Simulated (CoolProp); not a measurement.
Computed with CoolProp (reference Helmholtz-energy equation of state, Lemmon and Jacobsen 2000).

### Question
For R143a, give the phase and the Joule-Thomson coefficient (K/MPa) at 126.25 °C and 101 kPa.

### Answer
- 126.25 °C and 101 kPa: gas; Joule-Thomson coefficient 7.57
